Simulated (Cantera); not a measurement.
Cantera run:

```python
import numpy as np
import cantera as ct

gas_names = """
    AL ALH ALN ALO ALOH ALO2 ALO2H AL2 AL2O AL2O2 H HALO HNO HNO2 HNO3 HO2 H2 H2O H2O2 N NH NH2 NH3
    NH2OH NO NO2 NO3 N2 N2H2 N2H4 N2O O OH O2 O3
""".split()
cond_names = """
    AL(cr) AL(L) ALN(s) AL2O3(a) AL2O3(L) H2O(s) H2O(L)
""".split()


# ... load() reads the species with a 1 bar reference pressure and builds the phases ...
atoms = {
    'Al': {'AL': 1},
    'H2O': {'H': 2, 'O': 1},
    'N2': {'N': 2},
}
top_T = {'ALN(s)': 2750}  # K; cautious upper limits of use, not melting points


# ... equilibrate(T, P, feed) seeds the gas with the atoms and calls Mixture.equilibrate('TP', solver="vcs", rtol=1e-11, max_steps=5000) ...
results = []
feed = {'Al': 1, 'H2O': 8.5, 'N2': 14}  # mol
P = 19  # Pa
for T in [1550, 1650, 1750, 1850, 1950, 2050, 2150]:
    mix = equilibrate(T, P, feed)
    results.append((T, P, feed, dict(zip(mix.species_names, mix.species_moles))))

top = {s: max(r[3][s] / sum(r[3][g] for g in gas_names) for r in results) for s in gas_names}
cols = sorted((s for s in top if top[s] > 1e-05), key=lambda s: -top[s])[:6]
seen = [c for c in cond_names if any(r[3].get(c, 0) > 1e-12 for r in results)]
print("log10 of partial pressures in bar; condensed amounts in mol")
print(f"{'T/K':>10s}" + "".join(f"{s[:9]:>10s}" for s in cols + seen))
for T, P, feed, n in results:
    ng = sum(n[g] for g in gas_names)
    print(f"{T:10.4g}" + "".join(f"{np.log10(max(n[s] / ng * P / 1e5, 1e-99)):10.3f}" for s in cols)
          + "".join(f"{n.get(c, 0):10.4g}" for c in seen))
```

Output:

```
log10 of partial pressures in bar; condensed amounts in mol
       T/K        N2       H2O         H        H2        OH         O  AL2O3(a)
      1550    -3.927    -4.229    -6.951    -4.899    -7.754    -9.878       0.5
      1650    -3.928    -4.229    -6.493    -4.902    -7.165    -8.845       0.5
      1750    -3.929    -4.232    -6.087    -4.906    -6.644    -7.928       0.5
      1850    -3.931    -4.240    -5.722    -4.907    -6.186    -7.119       0.5
      1950    -3.937    -4.264    -5.384    -4.887    -5.803    -6.431    0.4999
      2050    -3.950    -4.321    -5.062    -4.835    -5.509    -5.877    0.4997
      2150    -3.973    -4.429    -4.766    -4.782    -5.302    -5.438    0.4989
```

Cantera equilibrium calculation (NASA polynomials, part measured and part estimated; ideal gas, pure solids and liquids).
